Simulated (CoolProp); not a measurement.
Vapour-liquid equilibrium of toluene (1) + o-xylene (2) at 508.9 K; x and y are mole fractions of (1).

Model: multi-fluid Helmholtz-energy mixture model, Lemmon 2006 and Zhou 2012; pair parameters Bell 2016, in CoolProp.

```json
[
 {"x": "0.05", "bubble pressure (kPa)": "726.8", "y at the bubble point": "0.080", "dew pressure at overall composition x (kPa)": "715.6", "liquid density (mol/L)": "6.327"},
 {"x": "0.2", "bubble pressure (kPa)": "817.4", "y at the bubble point": "0.295", "dew pressure at overall composition x (kPa)": "774.6", "liquid density (mol/L)": "6.400"},
 {"x": "0.35", "bubble pressure (kPa)": "912.8", "y at the bubble point": "0.474", "dew pressure at overall composition x (kPa)": "844.5", "liquid density (mol/L)": "6.472"},
 {"x": "0.5", "bubble pressure (kPa)": "1011", "y at the bubble point": "0.625", "dew pressure at overall composition x (kPa)": "928.2", "liquid density (mol/L)": "6.542"},
 {"x": "0.65", "bubble pressure (kPa)": "1111", "y at the bubble point": "0.754", "dew pressure at overall composition x (kPa)": "1029", "liquid density (mol/L)": "6.612"},
 {"x": "0.8", "bubble pressure (kPa)": "1213", "y at the bubble point": "0.867", "dew pressure at overall composition x (kPa)": "1151", "liquid density (mol/L)": "6.681"},
 {"x": "0.95", "bubble pressure (kPa)": "1317", "y at the bubble point": "0.968", "dew pressure at overall composition x (kPa)": "1297", "liquid density (mol/L)": "6.751"}
]
```

No azeotrope shows between x = 0.05 and 0.95.

Pair parameters are fitted to limited data, so mixtures are less certain than the pure fluids.
